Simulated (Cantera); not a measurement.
An isothermal, constant-pressure homogeneous reactor starts with H2 : O2 : N2 = 0.0063 : 1 : 3.5 (molar parts), equivalence ratio 0.0032, at 1425 K and 0.00849 atm. Integrator tolerance rtol = 1e-08.

Detailed kinetics in Cantera: GRI-Mech 3.0 (53 species, 325 reactions). Radical loss at walls, strong at low pressure, is not modelled.

What does this change do: H2 0.0063 to 0.0024 parts?


```tsv
quantity	before	after
x(H2) at 4.00 s	2.23e-6 (gas-phase equilibrium 2.12e-8)	4.30e-7 (gas-phase equilibrium 8.03e-9)
x(O2) at 4.00 s	0.221 (gas-phase equilibrium 0.221)	0.222 (gas-phase equilibrium 0.221)
x(OH) at 4.00 s	0.000158 (gas-phase equilibrium 1.55e-5)	6.97e-5 (gas-phase equilibrium 9.55e-6)
x(H) at 4.00 s	1.23e-5 (gas-phase equilibrium 1.08e-8)	2.75e-6 (gas-phase equilibrium 6.63e-9)
x(NO) at 4.00 s	2.19e-7 (gas-phase equilibrium 0.000851)	9.14e-8 (gas-phase equilibrium 0.000852)
x(H2O2) at 4.00 s	3.98e-10 (gas-phase equilibrium 7.98e-12)	1.08e-10 (gas-phase equilibrium 3.03e-12)
```
